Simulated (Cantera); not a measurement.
Input: 1 mol Al, 0.59 mol HCl, 38 mol H2, held at 1.00 bar.

Cantera equilibrium calculation (NASA polynomials, part measured and part estimated; ideal gas, pure solids and liquids). Candidate condensed phases: Al, AlCl3; 12 gas species. The tables' values for AlCl2 are old estimates; treat these amounts as uncertain. Rates play no part.

x: gas mole fraction; n: condensed amount in mol.

```
T (°C)   x H2  x AlCl      x Al     x AlH       x H  n Al(l)
------  -----  ------  --------  --------  --------  -------
1077    0.985  0.0141   8.43e-7   1.93e-6   2.37e-6    0.436
1152    0.985  0.0147   3.60e-6   5.86e-6   6.77e-6    0.422
1227    0.985  0.0149         …         …         …    0.417
1302    0.985  0.0150   4.28e-5   3.87e-5   4.12e-5    0.413
1377    0.985  0.0150  0.000124   8.72e-5   9.01e-5    0.407
1452    0.984  0.0150         …         …         …    0.394
1527    0.983  0.0150  0.000793  0.000358  0.000355    0.369
1602    0.982  0.0150   0.00179  0.000664  0.000649    0.318
1677    0.979  0.0150   0.00378   0.00117   0.00113    0.219
1752    0.974  0.0149   0.00755   0.00197   0.00190   0.0378
```

Fill in the missing entries.


- 1452, x Al: 0.000327
- 1452, x AlH: 0.000183
- 1452, x H: 0.000184
- 1227, x Al: 1.32e-5
- 1227, x AlH: 1.58e-5
- 1227, x H: 1.75e-5
